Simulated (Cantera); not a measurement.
Input: 1 mol trisilylamine, 2.8 mol NH3, 2.6 mol N2, at 1575 K.

Method: chemical equilibrium by Gibbs-energy minimisation in Cantera with the NASA 1993 tables (ideal gas, pure condensed phases). Candidate condensed phases: Si, Si3N4; 18 gas species. The feed counts by its element totals alone. Kinetics and transport are ignored.

x: gas mole fraction; n: condensed amount in mol.

| P (Pa) | x H2 | x N2 | x H | x Si | x NH3 | x SiH | n Si(s) | n Si3N4(s) |
|---|---|---|---|---|---|---|---|---|
| 5 | 0.654 | 0.340 | 0.00475 | 0.00115 | ___ | 1.57e-5 | 2.98 | 0 |
| 15 | 0.657 | 0.340 | 0.00275 | 0.000383 | ___ | 9.08e-6 | 2.99 | 0 |
| 45 | 0.658 | 0.341 | 0.00159 | 0.000128 | ___ | 5.24e-6 | 3.00 | 0 |
| 140 | 0.776 | 0.223 | 0.000978 | 2.97e-5 | ___ | 2.34e-6 | 0 | 1.000 |
| 410 | 0.776 | 0.223 | 0.000572 | 4.96e-6 | ___ | 6.69e-7 | 0 | 1.000 |
| 1200 | 0.776 | 0.223 | 0.000334 | 8.28e-7 | ___ | 1.91e-7 | 0 | 1.000 |
| 3700 | 0.777 | 0.223 | 0.000190 | 1.27e-7 | ___ | 5.14e-8 | 0 | 1.000 |
| 11000 | 0.777 | 0.223 | 0.000110 | 2.06e-8 | ___ | 1.44e-8 | 0 | 1.000 |
| 33000 | 0.777 | 0.223 | 6.38e-5 | 3.31e-9 | ___ | 4.00e-9 | 0 | 1.00 |
| 100000 | 0.777 | 0.223 | 3.66e-5 | 5.21e-10 | ___ | 1.10e-9 | 0 | 1.00 |

Question: What belongs in the gaps?

Answer: 
- 5, x NH3: 7.70e-10
- 15, x NH3: 2.32e-9
- 45, x NH3: 6.99e-9
- 140, x NH3: 2.26e-8
- 410, x NH3: 6.61e-8
- 1200, x NH3: 1.94e-7
- 3700, x NH3: 5.97e-7
- 11000, x NH3: 1.78e-6
- 33000, x NH3: 5.33e-6
- 100000, x NH3: 1.62e-5
